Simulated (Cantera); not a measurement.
## Stirred combustor or abatement burner

A perfectly stirred reactor is fed with H2 : O2 : N2 : H2O = 1 : 0.417 : 1.75 : 0.076 (molar parts), equivalence ratio 1.2, at 92000 Pa; it is adiabatic with a 525 K inlet, and is followed from long to short residence time, starting on the burning branch (τ in s: 0.044, 0.025, 0.014, 0.0075, 0.0042, 0.0023, 0.0013, 0.00071, 0.00039, 0.00022, 0.00012, 6.7e-05, 3.7e-05).

Detailed kinetics in Cantera: GRI-Mech 3.0 (53 species, 325 reactions).

```tsv
τ (s)	T (K)	x H2	x O2	x H2O	x NO	x OH
0.044	2352	0.0601	0.000587	0.314	0.000490	0.00449
0.025	2341	0.0603	0.000778	0.312	0.000435	0.00510
0.014	2323	0.0607	0.00108	0.310	0.000365	0.00594
0.0075	2297	0.0614	0.00160	0.307	0.000284	0.00708
0.0042	2263	0.0624	0.00230	0.304	0.000212	0.00831
0.0023	2217	0.0637	0.00331	0.299	0.000150	0.00968
0.0013	2160	0.0652	0.00459	0.293	0.000108	0.0109
0.00071	2087	0.0669	0.00630	0.285	7.83e-5	0.0120
0.00039	2000	0.0686	0.00835	0.277	6.02e-5	0.0126
0.00022	1906	0.0700	0.0106	0.269	4.81e-5	0.0127
0.00012	1796	0.0714	0.0135	0.260	3.70e-5	0.0121
6.7e-5	1682	0.0733	0.0169	0.250	2.66e-5	0.0108
3.7e-5	1559	0.0783	0.0220	0.239	1.68e-5	0.00903
```
x: mole fraction; the columns are a selection and need not sum to one.
